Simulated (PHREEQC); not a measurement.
Copper plating or etch bath

Dissolve 19 mmol/kgw CuSO4 and 0.14 mmol/kgw Na2SO4 at 25 °C. Closed to the air; pH follows from the charge balance.

The numbers come from PHREEQC with the ion-association model, wateq4f.dat.

No solid was allowed to form.

Problem. What pH, ionic strength does the model give?

Solution. pH 4.79; ionic strength 0.0492 mol/kgw.

Problem. In which forms is S present?

Solution. SO4-2 64 %, CuSO4 36 % of the S.

Examples of supersaturated solids here: Antlerite, Brochantite. Others may be too. Complexes and solids missing from the database can't appear.
